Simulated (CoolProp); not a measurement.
Model: reference Helmholtz-energy equation of state, Lemmon 2009, in CoolProp.

**Question.** For propane, give the phase and the density (kg/m³), cv (kJ/(kg K)), Joule-Thomson coefficient (K/MPa), isothermal compressibility (1/MPa) at 248.9 K and 2.25 MPa; 255.8 K and 2.25 MPa.

**Answer.** 
- 248.9 K and 2.25 MPa: liquid; density 563, cv 1.50, Joule-Thomson coefficient -0.360, isothermal compressibility 0.00243
- 255.8 K and 2.25 MPa: liquid; density 554, cv 1.52, Joule-Thomson coefficient -0.332, isothermal compressibility 0.00269
